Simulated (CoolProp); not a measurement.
Dodecamethylcyclohexasiloxane (D6) along the isotherm 419 K: Z from the reference equation and from simpler models built on Tc = 645.8 K, pc = 961.4 kPa, ω = 0.736; each cubic takes its own stable root.

Model: reference Helmholtz-energy equation of state, Colonna 2008, in CoolProp. It is a short technical equation, of lower accuracy than the large ones.

```csv
p (kPa),phase,reference,van der Waals,Soave-Redlich-Kwong
7.6,liquid,0.001166,0.9936,0.001274
13.5,liquid,0.002071,0.9885,0.002264
24,liquid,0.003681,0.9794,0.004024
42.7,liquid,0.006549,0.9627,0.007158
76,liquid,0.01165,0.9316,0.01274
135,liquid,0.02069,0.03636,0.02262
240,liquid,0.03677,0.06440,0.04018
427,liquid,0.06535,0.1139,0.07140
760,liquid,0.1161,0.2007,0.1268
1350,liquid,0.2055,0.3510,0.2244
2400,liquid,0.3634,0.6106,0.3966
```

At some of these states van der Waals gives the other phase, because its saturation line lies elsewhere.
